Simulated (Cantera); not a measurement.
Input: 1 mol Si3N4, 0.14 mol O2, 12 mol H2, 0.25 mol Cl2, held at 0.00350 bar.

Equilibrium computed with Cantera from the NASA thermochemical tables; the gas is ideal and each condensed phase is pure. Candidate condensed phases: H2O, NH4Cl, Si, SiO2, Si2N2O, Si3N4; 47 gas species. Mutual solubility and eutectic melting of coexisting phases are not modelled. The tables' values for SiCl, SiN, SiCl3 are old estimates; treat these amounts as uncertain. Gases not in the tables: Si2H6 and higher silanes. The numbers say what is thermodynamically allowed, not how fast it happens.

x: gas mole fraction; n: condensed amount in mol.

| T (K) | x H2 | x N2 | x H | x Si | x HCl | x SiO | x SiCl2 | n Si2N2O(s) | n Si3N4(s) | n Si(s) | n Si(l) |
|---|---|---|---|---|---|---|---|---|---|---|---|
| 1075 | 0.952 | 0.00757 | 2.42e-7 | <1e-12 | 0.0405 | 2.93e-12 | … | 0.280 | 0.813 | 0 | 0 |
| 1225 | 0.952 | 0.00761 | 5.14e-6 | 1.71e-11 | 0.0403 | 8.73e-9 | … | 0.280 | 0.813 | 0 | 0 |
| 1375 | 0.952 | 0.00826 | 5.65e-5 | 2.72e-8 | 0.0384 | 4.30e-6 | … | 0.280 | 0.809 | 0 | 0 |
| 1525 | 0.941 | 0.0220 | 0.000388 | 5.39e-6 | 0.0325 | 0.000449 | … | 0.274 | 0.725 | 0.224 | 0 |
| 1675 | 0.810 | 0.137 | 0.00177 | 0.000124 | 0.0275 | 0.0192 | … | 0 | 0 | 2.67 | 0 |
| 1825 | 0.804 | 0.137 | 0.00668 | 0.00130 | 0.0280 | 0.0192 | … | 0 | 0 | 0 | 2.65 |
| 1975 | 0.785 | 0.135 | 0.0205 | 0.00924 | 0.0277 | 0.0189 | … | 0 | 0 | 0 | 2.53 |
| 2125 | 0.721 | 0.127 | 0.0521 | 0.0496 | 0.0252 | 0.0178 | … | 0 | 0 | 0 | 1.82 |

Problem. Some entries are withheld; supply them.

Solution. 
- 1075, x SiCl2: 1.96e-6
- 1225, x SiCl2: 7.23e-5
- 1375, x SiCl2: 0.00103
- 1525, x SiCl2: 0.00367
- 1675, x SiCl2: 0.00337
- 1825, x SiCl2: 0.00292
- 1975, x SiCl2: 0.00242
- 2125, x SiCl2: 0.00184
